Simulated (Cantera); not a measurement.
Input: 1 mol LiCl, 0.45 mol HCl, 53 mol N2, held at 1300 K and 0.133 bar.

These are equilibrium values from Cantera (NASA tables, ideal gas, pure condensed phases), not measurements of a reactor. Candidate condensed phases: Li, LiCl, LiH, Li3N, NH4Cl; 19 gas species. The numbers say what is thermodynamically allowed, not how fast it happens.

### Question
What is the equilibrium state?

### Answer
- x(N2) = 0.974
- x(LiCl) = 0.0165
- x(HCl) = 0.00826
- x(Li2Cl2) = 0.000955
- x(Cl) = 9.58e-6
- x(H2) = 4.86e-6
- x(Li3Cl3) = 1.80e-6
- gas amount = 54.40 mol
- log10 activity of Li(l) (absent) = -9.69
